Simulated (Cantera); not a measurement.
# Gas-phase reforming

An isothermal, constant-pressure homogeneous reactor starts with 41.7 % CH₄, 58.3 % H₂O, at 2025 K and 100.0 Torr.

Model: GRI-Mech 3.0 (53 species, 325 reactions), integrated in Cantera.

```
t (s)        x CH₄   x H₂O   x H₂    x CH₂    x HCO      x H
--------  --------  ------  -----  -------  -------  -------
0.000200     0.242   0.522  0.156  6.94e-5  3.38e-6  0.00104
0.000971    0.0548   0.415  0.392  3.49e-5  1.22e-6  0.00225
0.00472     0.0139   0.332  0.488  1.81e-5  5.11e-7  0.00327
0.0229     0.00821   0.202  0.591  8.73e-6  2.15e-7  0.00364
0.111      0.00239   0.104  0.669  2.26e-6  7.08e-8  0.00402
0.540      1.77e-6  0.0848  0.684  1.83e-9  4.34e-8  0.00438
2.62      5.20e-10  0.0848  0.684   <1e-12  4.35e-8  0.00439
12.7      5.20e-10  0.0848  0.684   <1e-12  4.35e-8  0.00439
61.8      5.20e-10  0.0848  0.684   <1e-12  4.35e-8  0.00439
300       5.20e-10  0.0848  0.684   <1e-12  4.35e-8  0.00439
```
x: mole fraction; the columns are a selection and need not sum to one.

Equilibrium at this temperature and pressure: CH₄ 6.15e-10, H₂O 0.0848, H₂ 0.684, CH₂ <1e-12, HCO 4.35e-8, H 0.00439 (gas phase only).
